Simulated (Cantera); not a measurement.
A perfectly stirred reactor is fed with H₂ : O₂ : N₂ = 1.6 : 1 : 6 (molar parts), at 0.493 atm; it is held at 1375 K, and followed from long to short residence time.

Cantera simulation using the H2/O2 subset of GRI-Mech 3.0, which has no nitrogen chemistry; the numbers are that mechanism's predictions, not measurements. The temperature is held fixed by assumption; the heat of reaction is taken as removed at once.

x: mole fraction; the columns are a selection and need not sum to one.

```
τ (s)          x H₂    x O₂         x O      x H₂O₂         x H        x OH
-------  ----------  ------  ----------  ----------  ----------  ----------
12          3.70e-5  0.0256     6.43e-6     6.22e-8     1.27e-6    0.000158
3.0         9.31e-5  0.0256     1.63e-5     1.27e-7     5.07e-6    0.000250
0.75       0.000234  0.0256     4.19e-5     2.48e-7     2.03e-5    0.000397
0.19       0.000581  0.0257    0.000107     4.51e-7     8.02e-5    0.000629
0.046    (withheld)  0.0260  (withheld)  (withheld)  (withheld)  (withheld)
0.012       0.00335  0.0268    0.000679     1.20e-6     0.00118     0.00158
0.0029   (withheld)  0.0288  (withheld)  (withheld)  (withheld)  (withheld)
0.00071      0.0151  0.0330     0.00384     2.04e-6      0.0128     0.00370
```

Problem. Complete the blanks.

Solution. 
- 0.046, x H₂: 0.00145
- 0.046, x O: 0.000279
- 0.046, x H₂O₂: 7.80e-7
- 0.046, x H: 0.000325
- 0.046, x OH: 0.00101
- 0.0029, x H₂: 0.00754
- 0.0029, x O: 0.00167
- 0.0029, x H₂O₂: 1.69e-6
- 0.0029, x H: 0.00421
- 0.0029, x OH: 0.00247
